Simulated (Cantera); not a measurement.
Input: 1 mol SiCl₄, 1 mol Cl₂, 2.1 mol H₂, at 1025 °C and 1 atm.

These are equilibrium values from Cantera (NASA tables, ideal gas, pure condensed phases), not measurements of a reactor. The tables' values for SiCl₃ are old estimates; treat these amounts as uncertain. The numbers say what is thermodynamically allowed, not how fast it happens.

```
species    before    after
-------  --------  -------
HCl         0.497    0.520
H₂          0.260    0.240
SiCl₄       0.234    0.206
SiCl₃     0.00354   0.0190
SiCl₂    0.000320  0.00597
Cl        8.75e-7  1.08e-5
SiH₂Cl₂   1.84e-5  6.06e-5
SiHCl₃    0.00553  0.00893
```
Gas species are given as mole fractions.

What was changed between the two runs?
A) temperature from 1025 °C to 1200 °C
B) temperature from 1025 °C to 1125 °C
C) SiCl₄ replaced by Si
D) pressure from 1 atm to 0.130 bar

A, temperature from 1025 °C to 1200 °C
